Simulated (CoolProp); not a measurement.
A simple Rankine cycle with benzene: condensing at 323.15 K, boiler at 1.25 MPa, turbine inlet 614.4 K, turbine efficiency 0.6, pump efficiency 0.7, no recuperator. Each further row changes one setting.

Values from CoolProp's reference Helmholtz-energy equation of state, Thol 2012.

```
case                             thermal efficiency (%)  net work (kJ/kg)  heat in (kJ/kg)  turbine exit temperature (K)  volume ratio over the turbine
-------------------------------  ----------------------  ----------------  ---------------  ----------------------------  -----------------------------
as stated                                          13.7               121              885                         545.6                           32.8
condensing temperature 315.15 K                    14.6               [?]              [?]                         540.4                           44.4
boiler pressure 0.875 MPa                          12.5               111              890                         553.5                           22.8
turbine efficiency 0.5                             11.4               [?]              885                           [?]                           33.4
```

Task: Complete the blanks.

Result: 
- condensing temperature 315.15 K, net work (kJ/kg): 131
- condensing temperature 315.15 K, heat in (kJ/kg): 899
- turbine efficiency 0.5, net work (kJ/kg): 100
- turbine efficiency 0.5, turbine exit temperature (K): 556.3
